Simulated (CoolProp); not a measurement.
A closed Brayton cycle with carbon dioxide: compressor inlet 324.15 K and 8 MPa, high pressure 23.7 MPa, turbine inlet 665 K, compressor efficiency 0.89, turbine efficiency 0.85, recuperator effectiveness 0.8 (on enthalpy, no pinch check). Each further row changes one setting.

Computed with CoolProp (reference Helmholtz-energy equation of state, Span 1996).

```csv
case,thermal efficiency (%),net work (kJ/kg),compressor to turbine work,compressor exit (K),turbine exit (K)
as stated,?,47.9,0.53,415.0,555.8
turbine inlet 615 K,?,37.7,0.59,415.0,509.5
compressor inlet 334.15 K,20.6,41.3,0.60,431.1,555.8
high pressure 20.1 MPa,22.0,43.9,0.51,400.9,?
recuperator effectiveness 0.5,18.3,47.9,0.53,415.0,555.8
```

Question: Fill in the missing entries.

Answer: 
- as stated, thermal efficiency (%): 22.4
- turbine inlet 615 K, thermal efficiency (%): 19.5
- high pressure 20.1 MPa, turbine exit (K): 572.1
